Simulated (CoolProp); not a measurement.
Vapour pressure (kPa) of cis-2-butene: the reference equation beside estimates from Tc = 162.6 °C, pc = 4236 kPa, ω = 0.202. Clausius-Clapeyron is anchored at -44.35 °C with a constant enthalpy of vaporisation of 25.70 kJ/mol.

Model: reference Helmholtz-energy equation of state, Lemmon 2005, in CoolProp. It is a short technical equation, of lower accuracy than the large ones.

```tsv
T (°C)	reference	Lee-Kesler	Clausius-Clapeyron	van der Waals	Redlich-Kwong	Soave-Redlich-Kwong	Peng-Robinson
-57.35	4.459	4.348	4.530	110.3	8.369	4.442	4.791
-50.85	6.849	6.677	6.887	134.7	12.59	6.809	7.268
-44.35	10.22	9.975	10.22	162.8	18.39	10.15	10.73
-37.85	14.87	14.53	14.85	194.7	26.15	14.76	15.47
-31.35	21.13	20.69	21.14	230.8	36.33	20.96	21.81
-24.85	29.38	28.84	29.54	271.4	49.38	29.15	30.13
-18.25	40.25	39.62	40.78	317.4	66.11	39.96	41.03
-11.75	53.90	53.19	55.14	367.6	86.57	53.54	54.68
```

Absolute difference from the reference over all 8 rows, mean and median: Lee-Kesler 2.1 and 2.2 %, Clausius-Clapeyron 0.8 and 0.5 %, van der Waals 1253.7 and 1100.8 %, Redlich-Kwong 74.0 and 73.9 %, Soave-Redlich-Kwong 0.7 and 0.7 %, Peng-Robinson 4.0 and 3.6 %.
